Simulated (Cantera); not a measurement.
Cantera run:

```python
import numpy as np
import cantera as ct

gas_names = """
    SiH3 Si2C SiC4H12
""".split()
cond_names = """
    C(gr)
""".split()


# ... load() reads the species with a 1 bar reference pressure and builds the phases ...
species = {s.name: s for s in load("nasa_gas.yaml", gas_names) + load("nasa_condensed.yaml", cond_names)}
# Each term lists the table entries of one substance; the one whose range holds T is used.
reactions = {
    '11 C + 8 SiH3(g) = 3 Si2C(g) + 2 Si(CH3)4(g)':
        [(-11, ['C(gr)']), (-8, ['SiH3']), (3, ['Si2C']), (2, ['SiC4H12'])],
}


def pick(names, T):
    return next(species[n] for n in names if species[n].thermo.min_temp <= T <= species[n].thermo.max_temp)


results = []
for label, terms in reactions.items():
    print(label)
    print("     T/K   dH/kJ  dS/(J/K)   dG/kJ   log10 K")
    for T in [300, 1123, 1173, 1223, 1273, 1323, 1373]:
        used = [(nu, pick(names, T)) for nu, names in terms]
        dH = sum(nu * s.thermo.h(T) for nu, s in used) / 1e6
        dS = sum(nu * s.thermo.s(T) for nu, s in used) / 1e3
        dG = dH - T * dS / 1e3
        logK = -dG * 1e6 / (ct.gas_constant * T * np.log(10))
        results.append((label, T, dH, dS, dG, logK, [s.name for _, s in used]))
        print(f"{T:8g} {dH:8.1f} {dS:8.1f} {dG:8.1f} {logK:8.2f}")
```

Output:

```
11 C + 8 SiH3(g) = 3 Si2C(g) + 2 Si(CH3)4(g)
     T/K   dH/kJ  dS/(J/K)   dG/kJ   log10 K
     300   -641.3   -345.7   -537.6    93.61
    1123   -663.4   -372.3   -245.4    11.41
    1173   -665.3   -373.9   -226.7    10.10
    1223   -667.2   -375.5   -208.0     8.88
    1273   -669.0   -376.9   -189.2     7.76
    1323   -670.7   -378.2   -170.3     6.72
    1373   -672.3   -379.5   -151.3     5.76
```

Cantera with NASA thermochemical tables; ideal gases at 1 bar, condensed phases pure. Condensed species are held in their standard states even where they would react or evaporate.
